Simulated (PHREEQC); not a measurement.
A solution holds 0.0019 mol NaH2PO4, 0.014 mol HCl and 3.7e-07 mol H4SiO4 per kg of water, at 20 °C. Closed to the air; pH follows from the charge balance.

Computed with PHREEQC (ion-association model, phreeqc.dat).

| Item | Value |
|---|---|
| pH | 1.94 |
| ionic strength | 0.0148 mol/kgw |
| specific conductance | 4650 µS/cm |
| total alkalinity | -14.0 meq/kg |

| species | molality | activity | log γ |
|---|---|---|---|
| Cl- | 0.0140 | 0.0124 | -0.053 |
| H+ | 0.0129 | 0.0116 | -0.045 |
| Na+ | 0.00190 | 0.00169 | -0.052 |
| H3PO4 | 0.00112 | 0.00112 | 0.001 |
| H2PO4- | 0.000783 | 0.000697 | -0.051 |
| H4SiO4 | 3.70e-7 | 3.71e-7 | 0.001 |
| HPO4-2 | 5.81e-9 | 3.62e-9 | -0.205 |

No solid was allowed to form. Complexes and solids missing from the database can't appear.
